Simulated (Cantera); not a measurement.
An isothermal, constant-pressure homogeneous reactor starts with C₂H₆ : N₂ = 1 : 110 (molar parts), at 1500 K and 0.900 Torr. Integrator tolerance rtol = 1e-08.

Model: GRI-Mech 3.0 (53 species, 325 reactions), integrated in Cantera. GRI-Mech 3.0 stops at C3 and has no aromatics, soot or wall deposition, so with more carbon than oxygen in the feed, carbon stays in small species such as C2H2 where larger ones or solid carbon would form. Radical loss at walls, strong at low pressure, is not modelled.

What does this change do: C2H6 1 to 0.25 parts?


| quantity | before | after |
|---|---|---|
| x(C₂H₆) at 3.00 s | 1.25e-7 (gas-phase equilibrium <1e-12) | 1.48e-8 (gas-phase equilibrium <1e-12) |
| x(C₂H₂) at 3.00 s | 0.00830 (gas-phase equilibrium 0.00103) | 0.00217 (gas-phase equilibrium 7.84e-5) |
| x(C₂H) at 3.00 s | 6.65e-8 (gas-phase equilibrium 7.49e-9) | 6.08e-8 (gas-phase equilibrium 1.13e-9) |
| x(CH₄) at 3.00 s | 0.000966 (gas-phase equilibrium 7.67e-8) | 9.98e-5 (gas-phase equilibrium 2.71e-9) |
| x(H₂) at 3.00 s | 0.0161 (gas-phase equilibrium 0.0177) | 0.00430 (gas-phase equilibrium 0.00450) |
| x(CH₃) at 3.00 s | 8.05e-5 (gas-phase equilibrium 5.97e-9) | 2.80e-5 (gas-phase equilibrium 4.18e-10) |
